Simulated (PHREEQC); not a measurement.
NaOH is added in steps, without added water, to 1 kg of water holding 0.0083 mol H2SO4, 0.0018 mol MnSO4 and 0.0024 mol Na2SO4, at 25 °C. The system is closed to oxygen. No CO2 enters from the air. Solids allowed: Pyrochroite. Others were left out.

Base run: PHREEQC, ion-association model, phreeqc.dat. Each further column changes one thing. The table gives HSO4- (mol/kgw).

```tsv
NaOH added (mol)	base	H2SO4 from 0.0083 to 0.00913 mol/kgw	Na2SO4 from 0.0024 to 0.00216 mol/kgw	Na2SO4 replaced by (NH4)2SO4 at the same molality	no solid may form
0	0.00466	0.00522	0.00460	0.00462	0.00466
0.002344	0.00415	0.00471	0.00410	0.00412	0.00415
0.003906	0.00379	0.00435	0.00375	___	0.00379
0.00625	0.00321	0.00377	0.00317	___	0.00321
0.008594	0.00258	___	0.00255	0.00255	0.00258
0.01016	0.00213	___	0.00210	0.00211	0.00213
0.0125	0.00140	0.00199	0.00139	0.00139	0.00140
0.01484	0.000623	___	0.000617	0.000618	0.000623
0.01641	7.04e-5	0.000678	6.97e-5	6.98e-5	7.04e-5
0.01875	2.68e-10	3.99e-10	2.65e-10	4.01e-10	6.70e-12
0.02109	9.29e-12	2.06e-10	9.14e-12	2.77e-10	2.65e-12
0.02266	3.36e-12	1.10e-11	3.31e-12	1.73e-10	1.85e-12
0.025	1.70e-12	2.77e-12	1.67e-12	___	1.26e-12
```

Problem. What belongs in the gaps?

Solution. 
- 0.003906, Na2SO4 replaced by (NH4)2SO4 at the same molality: 0.00376
- 0.00625, Na2SO4 replaced by (NH4)2SO4 at the same molality: 0.00318
- 0.008594, H2SO4 from 0.0083 to 0.00913 mol/kgw: 0.00315
- 0.01016, H2SO4 from 0.0083 to 0.00913 mol/kgw: 0.00270
- 0.01484, H2SO4 from 0.0083 to 0.00913 mol/kgw: 0.00122
- 0.025, Na2SO4 replaced by (NH4)2SO4 at the same molality: 2.32e-11

 In at least one series the solution becomes supersaturated in solids that the run did not let form, among them Pyrochroite.
